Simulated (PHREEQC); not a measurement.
Dissolve 0.1 mol HCl, 0.022 mol CuSO4 and 3.7e-05 mol MnSO4 per kg of water at 25 °C. Closed to the air; pH follows from the charge balance.

Equilibrium calculation in PHREEQC: ion-association model, phreeqc.dat.

This is a speciation only: nothing precipitates in the calculation.

### Question
Estimate the pH, specific conductance, ionic strength.

### Answer
pH 1.16; specific conductance 32600 µS/cm; ionic strength 0.146 mol/kgw.

### Question
In which forms is Cu present?

### Answer
Cu+2 82 %, CuSO4 9.8 %, CuCl+ 7.8 % of the Cu.
